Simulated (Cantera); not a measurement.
Input: 1 mol Si2Cl6, 1.1 mol HCl, 61 mol N2, equilibrated at 0.210 bar.

These are equilibrium values from Cantera (NASA tables, ideal gas, pure condensed phases), not measurements of a reactor. Candidate condensed phases: NH4Cl, Si, Si3N4; 28 gas species. The feed counts by its element totals alone. N2 is the only nitrogen source here; it is nearly inert below about 1500 K, so the nitride shown seldom forms there in practice. The tables' values for SiCl3 are old estimates; treat these amounts as uncertain. Kinetics and transport are ignored. All values below are at 1123 K.

Base state: N2 0.959, SiCl4 0.0239, HCl 0.0162, H2 0.000586, SiCl3 9.49e-5, SiHCl3 1.48e-5 (mole fractions); condensed: Si3N4(s).

Problem. What changes in the equilibrium state with this change: HCl from 1.1 to 4.5 mol?

Solution. 
```tsv
species	before	after
N2	0.959	0.913
HCl	0.0162	0.0545
SiCl4	0.0239	0.0257
H2	0.000586	0.00651
SiHCl3	1.48e-5	5.26e-5
SiCl3	9.49e-5	0.000101
Si3N4(s), mol	0.160	0.0932
```
